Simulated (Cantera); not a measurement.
Silicon carbide growth: SiCl₄ + C₂H₂ + H₂

Feed: 1 mol SiCl₄, 0.8 mol C₂H₂, 50 mol H₂, equilibrated at 69000 Pa.

Equilibrium computed with Cantera from the NASA thermochemical tables; the gas is ideal and each condensed phase is pure. Candidate condensed phases: C, C₆H₆, C₇H₈, C₈H₁₈, Si, SiC; 109 gas species. The tables' values for SiCl, SiCl₃ are old estimates; treat these amounts as uncertain. Gases not in the tables: Si₂H₆ and higher silanes. Kinetics and transport are ignored.

```tsv
T (K)	log p H₂	log p HCl	log p H	log p C₂H₂ (acetylene)	log p Si	n C(graphite)	n SiC(s)
1648	-0.20	-1.29	-4.15	-4.55	-8.50	0.569	0.984
1723	-0.20	-1.29	-3.84	-4.24	-7.79	0.579	0.980
1798	-0.20	-1.29	-3.55	-3.96	-7.13	0.583	0.975
1873	-0.20	-1.29	-3.29	-3.70	-6.53	0.581	0.969
1948	-0.20	-1.29	-3.04	-3.46	-5.98	0.569	0.963
2023	-0.20	-1.29	-2.82	-3.25	-5.47	0.545	0.955
2098	-0.20	-1.30	-2.61	-3.04	-5.00	0.504	0.945
2173	-0.20	-1.30	-2.42	-2.85	-4.55	0.441	0.933
2248	-0.20	-1.30	-2.23	-2.68	-4.14	0.351	0.916
2323	-0.20	-1.31	-2.06	-2.52	-3.76	0.227	0.889
2398	-0.21	-1.31	-1.91	-2.37	-3.40	0.0644	0.843
2473	-0.21	-1.32	-1.76	-2.29	-3.03	0	0.741
2548	-0.22	-1.34	-1.62	-2.22	-2.68	0	0.538
2623	-0.23	-1.35	-1.49	-2.13	-2.37	0	0.155
```
log p: log10 of the partial pressure in bar; n: condensed amount in mol.

From 1648 K to 2398 K the condensed part is C(graphite) + SiC(s). From 2473 K to 2623 K the condensed part is SiC(s). The main Si-bearing gas is SiCl₂ at 1648 K and Si at 2623 K. The share of Si in condensed phases is highest at 1648 K (98.4 %) and lowest at 2623 K (15.5 %).
